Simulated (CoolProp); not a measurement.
Computed with CoolProp (reference Helmholtz-energy equation of state, Lemmon 2005). It is a short technical equation, of lower accuracy than the large ones.

Problem. Give the vapour pressure (bar), vapour density (kg/m³), enthalpy of vaporisation (kJ/kg), surface tension (mN/m) of saturated 1-butene at 325.4, 365.6 K.

Solution. 
| T (K) | p (bar) | vapour density (kg/m³) | enthalpy of vaporisation (kJ/kg) | surface tension (mN/m) |
|---|---|---|---|---|
| 325.4 | 6.30 | 15.3 | 328 | 8.72 |
| 365.6 | 15.4 | 38.9 | 264 | 4.34 |

Surface tension comes from a separate correlation (Mulero 2012).
